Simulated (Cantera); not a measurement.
A counterflow diffusion flame at 0.454 atm, nozzles 20 mm apart: fuel side CH4 : C2H6 : N2 = 1 : 1.3 : 0.66 (molar parts) at 575 K, oxidiser side O2 : N2 = 0.19 : 0.81 (molar parts) at 575 K, fuel mass flux 1 times the oxidiser's; mixture-averaged transport, no radiation.

Cantera simulation using GRI-Mech 3.0 (53 species, 325 reactions); the numbers are that mechanism's predictions, not measurements. GRI-Mech 3.0 has no aromatics or soot, which form on the fuel side of real flames. The maximum strain rate includes the flame's own expansion and is several times the mean. A flux with no burning solution from the previous one only brackets extinction.

x: mole fraction; the columns are a selection and need not sum to one.

```csv
oxidiser flux (kg/m²/s),max strain (1/s),mean strain (1/s),T max (K),peak x OH,peak x H,peak x NO,peak x CO,peak x C2H2
0.12,217,46.7,1952,0.00689,0.00628,0.000180,0.0547,0.0258
0.18,312,70.1,1927,0.00663,0.00654,0.000153,0.0546,0.0238
0.28,(withheld),109,1903,0.00634,0.00676,(withheld),0.0552,(withheld)
0.43,685,168,1872,0.00587,0.00676,8.92e-5,0.0561,0.0188
0.66,1010,257,1832,0.00521,0.00643,5.54e-5,0.0580,0.0151
1,(withheld),390,1764,(withheld),(withheld),(withheld),0.0604,(withheld)
```

**Question.** Fill in the missing entries.

**Answer.** 
- 0.28, max strain (1/s): 465
- 0.28, peak x NO: 0.000123
- 0.28, peak x C2H2: 0.0216
- 1, max strain (1/s): 1450
- 1, peak x OH: 0.00407
- 1, peak x H: 0.00534
- 1, peak x NO: 2.27e-5
- 1, peak x C2H2: 0.00991
